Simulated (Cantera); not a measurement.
Charge: 1 mol acetone, a varied amount of H2O, 7.3 mol H2, at 1502 °C and 13.0 Pa.

Cantera equilibrium calculation (NASA polynomials, part measured and part estimated; ideal gas, pure solids and liquids). Candidate condensed phases: C, C6H6, C7H8, C8H18, H2O; 110 gas species. The feed counts by its element totals alone. Rates play no part.

### Question
At 0.47 mol H2O, list the 4 most abundant gas species with their mole fractions, and the condensed phases.

### Answer
H2 0.858, CO 0.119, H 0.0235, C2H2 (acetylene) 0.000122. Condensed: C(graphite).
